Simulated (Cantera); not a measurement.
# Ignition delay

Mixture: C3H8 : O2 : N2 : H2O = 1 : 4.17 : 17.9 : 4.3 (molar parts), equivalence ratio 1.2, at 1.10 bar, adiabatic and at constant volume. Ignition delay is the time to a rise of 400 K.

Computed with Cantera and GRI-Mech 3.0 (53 species, 325 reactions). GRI-Mech 3.0 was tuned for natural gas; its chemistry of propane as a main component is partial and can be far from experiment.

```
T0 (K)  delay (ms)
------  ----------
1125          37.0
1175          12.5
1225          4.59
1275          1.84
1325         0.807
1375         0.387
1425         0.202
```

The apparent activation energy between 1325 and 1425 K is 220 kJ/mol.
